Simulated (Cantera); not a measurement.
A Cantera script and what it prints.

```python
import numpy as np
import cantera as ct

gas_names = [...]  # 169 gases of nasa_gas.yaml made of C, H, N, O
cond_names = """
    C(gr) C6H6(L) C7H8(L) C8H18(L),n-octa H2O(s) H2O(L)
""".split()


# ... load() reads the species with a 1 bar reference pressure and builds the phases ...
atoms = {
    'C3H8': {'C': 3, 'H': 8},
    'O2': {'O': 2},
    'H2': {'H': 2},
    'NH3': {'N': 1, 'H': 3},
}
top_T = {'C(gr)': 4500}  # K; cautious upper limits of use, not melting points


# ... equilibrate(T, P, feed) seeds the gas with the atoms and calls Mixture.equilibrate('TP', solver="vcs", rtol=1e-11, max_steps=5000) ...
results = []
feed = {'C3H8': 1, 'O2': 0.018, 'H2': 23, 'NH3': 0.69}  # mol
P = 10000  # Pa
for T in [3000, 3500, 4000, 4500, 5000]:
    mix = equilibrate(T, P, feed)
    results.append((T, P, feed, dict(zip(mix.species_names, mix.species_moles))))

top = {s: max(r[3][s] / sum(r[3][g] for g in gas_names) for r in results) for s in gas_names}
cols = sorted((s for s in top if top[s] > 1e-05), key=lambda s: -top[s])[:6]
seen = [c for c in cond_names if any(r[3].get(c, 0) > 1e-12 for r in results)]
print("log10 of partial pressures in bar; condensed amounts in mol")
print(f"{'T/K':>10s}" + "".join(f"{s[:9]:>10s}" for s in cols + seen))
for T, P, feed, n in results:
    ng = sum(n[g] for g in gas_names)
    print(f"{T:10.4g}" + "".join(f"{np.log10(max(n[s] / ng * P / 1e5, 1e-99)):10.3f}" for s in cols)
          + "".join(f"{n.get(c, 0):10.4g}" for c in seen))
```

Result:

```
log10 of partial pressures in bar; condensed amounts in mol
       T/K         H        H2         C C2H2,acet       HCN        C3
      3000    -1.423    -1.243    -4.346    -2.551    -3.056    -3.658
      3500    -1.105    -1.753    -3.054    -3.474    -3.488    -3.114
      4000    -1.038    -2.480    -2.451    -5.240    -4.319    -3.811
      4500    -1.028    -3.134    -2.328    -7.389    -5.365    -5.391
      5000    -1.027    -3.671    -2.311    -9.280    -6.379    -6.898
```

Method: chemical equilibrium by Gibbs-energy minimisation in Cantera with the NASA 1993 tables (ideal gas, pure condensed phases).
